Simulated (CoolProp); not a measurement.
Tetradecamethylhexasiloxane (MD4M) along the isobar 101 kPa: density (kg/m³) from the reference equation and from simpler models built on Tc = 653.2 K, pc = 828.6 kPa, ω = 0.800; each cubic takes its own stable root.

Computed with CoolProp (reference Helmholtz-energy equation of state, Thol 2019).

| T (K) | phase | reference | van der Waals | Redlich-Kwong | Peng-Robinson |
|---|---|---|---|---|---|
| 418.5 | liquid | 768.4 | 15.03 | 614.8 | 762.0 |
| 431.9 | liquid | 754.6 | 14.42 | 603.3 | 751.8 |
| 445.4 | liquid | 740.4 | 13.86 | 591.1 | 740.7 |
| 458.8 | liquid | 726.0 | 13.36 | 578.4 | 728.9 |
| 472.2 | liquid | 711.3 | 12.89 | 565.1 | 716.1 |
| 485.7 | liquid | 696.0 | 12.45 | 12.81 | 702.2 |
| 499.1 | liquid | 680.3 | 12.05 | 12.35 | 687.1 |
| 512.5 | liquid | 664.1 | 11.68 | 11.93 | 670.7 |
| 526 | liquid | 646.9 | 11.33 | 11.54 | 652.5 |
| 539.4 | gas | 11.67 | 11.00 | 11.18 | 11.49 |
| 552.8 | gas | 11.24 | 10.69 | 10.85 | 11.10 |
| 566.3 | gas | 10.85 | 10.40 | 10.54 | 10.74 |
| 579.7 | gas | 10.49 | 10.13 | 10.24 | 10.41 |
| 593.1 | gas | 10.17 | 9.870 | 9.969 | 10.10 |
| 606.6 | gas | 9.865 | 9.624 | 9.709 | 9.818 |
| 620 | gas | 9.588 | 9.393 | 9.465 | 9.551 |

At some of these states van der Waals, Redlich-Kwong gives the other phase, because its saturation line lies elsewhere.
